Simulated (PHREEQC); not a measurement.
A solution holds 0.022 mol/kgw NaHCO3, at 20 °C. Closed to the air; pH follows from the charge balance.

Computed with PHREEQC (ion-association model, phreeqc.dat).

pH: 8.22
ionic strength: 0.0220 mol/kgw
specific conductance: 1660 µS/cm
total alkalinity: 22.0 meq/kg

```
species  molality  activity   log γ
-------  --------  --------  ------
Na+        0.0218    0.0189  -0.061
HCO3-      0.0213    0.0186  -0.059
CO2      0.000267  0.000268   0.002
CO3-2    0.000225  0.000130  -0.238
NaHCO3   0.000202  0.000203   0.002
NaCO3-    4.09e-5   3.55e-5  -0.062
OH-       1.32e-6   1.14e-6  -0.064
```

Precipitation was switched off in this run. Complexes and solids missing from the database can't appear.
